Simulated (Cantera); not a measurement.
A freely propagating, adiabatic, planar premixed flame of 56.0 % H2, 10.0 % O2, 34.0 % N2, unburnt at 575 K and 10.0 bar; mixture-averaged transport, grid criteria slope 0.08 and curve 0.16, no radiation.

Cantera simulation using the H2/O2 subset of GRI-Mech 3.0, which has no nitrogen chemistry; the numbers are that mechanism's predictions, not measurements. The hydrogen kinetics of GRI-Mech 3.0 are dated; newer H2 mechanisms differ, most at raised pressure. Burning velocities carry a grid error of a few per cent, more on coarse grids.

x: mole fraction of selected species; z is measured from the peak of heat release.

| z (mm) | T (K) | u (m/s) | x H2 | x O2 | x H | x HO2 | x H2O | x O |
|---|---|---|---|---|---|---|---|---|
| -0.0797 | 575 | 6.82 | 0.560 | 0.100 | <1e-8 | <1e-8 | <1e-8 | <1e-8 |
| -0.0532 | 575 | 6.82 | 0.560 | 0.100 | <1e-8 | [?] | [?] | <1e-8 |
| -0.0399 | 576 | 6.82 | 0.560 | 0.100 | <1e-8 | [?] | [?] | <1e-8 |
| -0.0266 | 580 | 6.86 | 0.559 | 0.101 | <1e-8 | 7.96e-6 | 5.25e-5 | 5.72e-8 |
| -0.0133 | 683 | 7.88 | 0.543 | 0.101 | 9.28e-5 | 0.000786 | 0.00477 | 1.12e-5 |
| -0.00665 | 980 | 10.9 | 0.510 | 0.0914 | 0.00269 | 0.000988 | 0.0342 | 0.000152 |
| 0 | 1349 | 14.8 | 0.460 | 0.0651 | 0.0127 | 0.000489 | 0.0927 | 0.000623 |
| 0.00665 | 1612 | 17.5 | 0.416 | 0.0340 | 0.0250 | 0.000229 | 0.153 | 0.000799 |
| 0.0133 | 1755 | 19.1 | 0.391 | 0.0144 | 0.0315 | 9.36e-5 | 0.190 | 0.000514 |
| 0.0266 | 1873 | 20.3 | 0.379 | 0.00250 | 0.0310 | 1.54e-5 | 0.214 | 0.000162 |
| 0.0532 | 1956 | 21.1 | 0.382 | 0.000163 | 0.0232 | 9.81e-7 | 0.219 | 5.81e-5 |
| 0.106 | 2019 | 21.6 | 0.387 | 9.75e-6 | 0.0148 | 8.95e-8 | 0.221 | 2.42e-5 |
| 0.213 | 2062 | 22.0 | 0.392 | 2.47e-6 | 0.00858 | 2.72e-8 | 0.222 | 8.56e-6 |

**Question.** Fill in the missing entries.

**Answer.** 
- -0.0532, x HO2: 2.92e-8
- -0.0532, x H2O: 3.16e-7
- -0.0399, x HO2: 2.41e-7
- -0.0399, x H2O: 2.25e-6
